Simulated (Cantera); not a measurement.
A perfectly stirred reactor is fed with CH4 : O2 : N2 = 0.016 : 0.03 : 1 (molar parts), equivalence ratio 1.1, at 10.0 bar; it is held at 1050 K, and followed from long to short residence time.

Detailed kinetics in Cantera: GRI-Mech 3.0 (53 species, 325 reactions). The temperature is held fixed by assumption; the heat of reaction is taken as removed at once.

What does this change do: CH4 0.016 to 0.0069 parts?


```csv
quantity,before,after
x(CH4) at τ = 0.710 s,0.00172,0.000502
x(O2) at τ = 0.710 s,0.00466,0.0176
x(CH3) at τ = 0.710 s,8.27e-7,4.03e-7
x(CO2) at τ = 0.710 s,0.00861,0.00437
x(H2) at τ = 0.710 s,0.000964,4.16e-5
x(CH4) at τ = 19.0 ms,0.0106,0.00428
x(O2) at τ = 19.0 ms,0.0228,0.0257
x(CH3) at τ = 19.0 ms,3.45e-6,2.10e-6
x(CO2) at τ = 19.0 ms,0.000399,0.000233
x(H2) at τ = 19.0 ms,0.00111,0.000294
```

What does this change do: temperature 1050 to 1025 K?


| quantity | before | after |
|---|---|---|
| x(CH4) at τ = 0.710 s | 0.00172 | 0.00208 |
| x(O2) at τ = 0.710 s | 0.00466 | 0.00554 |
| x(CH3) at τ = 0.710 s | 8.27e-7 | 7.21e-7 |
| x(CO2) at τ = 0.710 s | 0.00861 | 0.00791 |
| x(H2) at τ = 0.710 s | 0.000964 | 0.000928 |
| x(CH4) at τ = 19.0 ms | 0.0106 | 0.0123 |
| x(O2) at τ = 19.0 ms | 0.0228 | 0.0251 |
| x(CH3) at τ = 19.0 ms | 3.45e-6 | 2.67e-6 |
| x(CO2) at τ = 19.0 ms | 0.000399 | 0.000146 |
| x(H2) at τ = 19.0 ms | 0.00111 | 0.000658 |
